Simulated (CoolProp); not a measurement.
Saturated liquid density (kg/m³) of R1234ze(E): the reference equation beside estimates from Tc = 382.5 K, pc = 3.635 MPa, ω = 0.313. Rackett uses Z = 0.29056 − 0.08775 ω.

Model: reference Helmholtz-energy equation of state, Thol 2016, in CoolProp.

```tsv
T (K)	reference	Rackett	van der Waals
289.9	1190	1207	704.1
298	1164	1179	688.3
306.2	1136	1150	671.3
314.4	1107	1120	653.4
322.6	1076	1087	634.3
330.7	1043	1053	614.0
338.9	1007	1016	591.7
347.1	966.1	974.5	567.2
355.3	919.8	927.9	539.7
```

Absolute difference from the reference over all 9 rows, mean and median: Rackett 1.1 and 1.0 %, van der Waals 41.1 and 41.1 %.
